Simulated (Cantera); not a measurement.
**Catalytic stagnation flow on Pt**

A jet of CH4 : O2 : N2 = 0.067 : 0.15 : 0.79 (molar parts) at 300 K and 2200 Pa hits a platinum plate 2.7 cm away at a mass flux of 0.1 kg/m²/s; the plate temperature is set and raised in steps from an oxygen-covered start.

Model: Deutschmann's 1995 Pt surface mechanism with GRI-Mech 3.0 gas chemistry, integrated in Cantera. Catalytic surfaces can have several steady states; this one follows from the mechanism file's or the stated starting coverage.

| plate T (K) | wall x CH4 | wall x O2 | wall x H2O | wall x OH | wall x CO | wall x CO2 | θ free Pt | θ O* |
|---|---|---|---|---|---|---|---|---|
| 850 | 0.0622 | 0.140 | 0.00819 | <1e-8 | 1.89e-5 | 0.00531 | 0.197 | 0.802 |
| 900 | 0.0583 | 0.131 | 0.0155 | 4.08e-8 | 2.60e-5 | 0.0101 | 0.273 | 0.727 |
| 950 | 0.0534 | 0.121 | 0.0248 | 1.42e-7 | 3.38e-5 | 0.0162 | 0.352 | 0.647 |
| 1000 | 0.0480 | 0.109 | 0.0348 | 4.12e-7 | 4.25e-5 | 0.0228 | 0.434 | 0.565 |
| 1050 | 0.0428 | 0.0980 | 0.0444 | 1.05e-6 | 5.25e-5 | 0.0292 | 0.515 | 0.485 |
| 1100 | 0.0384 | 0.0885 | 0.0525 | 2.36e-6 | 6.50e-5 | 0.0347 | 0.591 | 0.408 |
| 1150 | 0.0345 | 0.0804 | 0.0595 | 4.84e-6 | 8.08e-5 | 0.0394 | 0.662 | 0.338 |
x: mole fraction at the wall; θ: surface coverage.
